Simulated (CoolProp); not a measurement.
Computed with CoolProp (reference Helmholtz-energy equation of state, Zhou 2011).

Problem. For dimethyl carbonate, give the phase and the Z, expansivity (1/kK) at 600 K and 11.6 MPa.

Solution. 
- 600 K and 11.6 MPa: supercritical; Z 0.399, expansivity 7.25
